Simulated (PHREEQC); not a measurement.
Consider water at 25 °C with 0.99 mmol/kgw MgSO4. Closed to the air; pH follows from the charge balance.

The numbers come from PHREEQC with the ion-association model, phreeqc.dat.

| quantity | before | after |
|---|---|---|
| pH | 6.96 | 4.10 |
| ionic strength (mol/kgw) | 0.00352 | 0.00360 |
| Mg+2 (mol/kgw) | 0.000880 | 0.000881 |
| SO4-2 (mol/kgw) | 0.000880 | 0.000876 |
| MgSO4 (mol/kgw) | 0.000110 | 0.000109 |
| MgOH+ (mol/kgw) | 2.43e-8 | 3.37e-11 |

Name the change that produced these shifts.
(A) diluted 5-fold with water
(B) MgSO4 from 0.00099 to 0.00148 mol/kgw
(C) MgSO4 from 0.00099 to 0.00198 mol/kgw
(D) 8.9e-05 mol/kgw HNO3 added
(E) MgSO4 from 0.00099 to 0.000891 mol/kgw

D, 8.9e-05 mol/kgw HNO3 added

Precipitation was switched off in this run.
